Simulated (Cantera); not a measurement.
Input (Python, Cantera) and output of one run.

```python
import numpy as np
import cantera as ct

gas_names = """
    Hg N N2
""".split()
cond_names = """
    Hg(cr) Hg(L)
""".split()


# ... load() reads the species with a 1 bar reference pressure and builds the phases ...
atoms = {
    'Hg': {'Hg': 1},
    'N2': {'N': 2},
}
top_T = {}  # K; cautious upper limits of use, not melting points


# ... equilibrate(T, P, feed) seeds the gas with the atoms and calls Mixture.equilibrate('TP', solver="vcs", rtol=1e-11, max_steps=5000) ...
results = []
feed = {'Hg': 1, 'N2': 92}  # mol
T = 673.15  # K
P = 13332.2  # Pa
mix = equilibrate(T, P, feed)
results.append((T, P, feed, dict(zip(mix.species_names, mix.species_moles))))
x = sorted(zip(gas.X, gas.species_names), reverse=True)
print(f"T = {T:g} K  P = {P:g} Pa  gas = {mix.phase_moles(0):.4g} mol")
print("   x: " + "  ".join(f"{s} {v:.3e}" for v, s in x if v > 1e-05))
print("   condensed (mol): " + ("  ".join(f"{mix.phase(i).name} {mix.phase_moles(i):.4g}"
      for i in range(1, mix.n_phases) if mix.phase_moles(i) > 1e-12) or "none"))
```

It prints:

```
T = 673.15 K  P = 13332.2 Pa  gas = 93 mol
   x: N2 9.892e-01  Hg 1.075e-02
   condensed (mol): none
```

Method: chemical equilibrium by Gibbs-energy minimisation in Cantera with the NASA 1993 tables (ideal gas, pure condensed phases).
